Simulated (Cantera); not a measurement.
A closed system holds: 1 mol Si2Cl6, 0.52 mol HCl, 22 mol H2, held at 11000 Pa.

Equilibrium computed with Cantera from the NASA thermochemical tables; the gas is ideal and each condensed phase is pure. Candidate condensed phases: Si; 19 gas species. The feed counts by its element totals alone. The tables' values for SiCl3, SiCl are old estimates; treat these amounts as uncertain. Gases not in the tables: Si2H6 and higher silanes. Equilibrium is a limit: real reactors are often held back by kinetics, nucleation or transport.

x: gas mole fraction; n: condensed amount in mol.

```tsv
T (K)	x H2	x HCl	x SiCl2	x SiCl4	x SiCl3	n Si(s)	n Si(l)
1323	0.845	0.0945	0.0289	0.0153	0.00900	0.493	0
1373	0.834	0.105	0.0380	0.00950	0.00883	0.462	0
1423	0.825	0.112	___	___	0.00789	0.426	0
1473	0.820	0.116	0.0520	0.00286	0.00659	0.393	0
1523	0.817	0.119	0.0563	0.00148	0.00528	0.365	0
1573	0.815	0.120	0.0595	0.000766	0.00416	0.342	0
1623	0.814	0.120	0.0617	0.000403	0.00327	0.322	0
1673	0.814	0.120	0.0634	0.000217	0.00257	0.305	0
1723	0.812	0.122	0.0633	___	0.00204	0	___
1773	0.810	0.125	0.0623	7.31e-5	0.00164	0	0.361
1823	0.807	0.128	0.0612	4.43e-5	0.00132	0	0.395
```

Q: Complete the blanks.

A: 
- 1423, x SiCl2: 0.0459
- 1423, x SiCl4: 0.00537
- 1723, x SiCl4: 0.000124
- 1723, n Si(l): 0.324
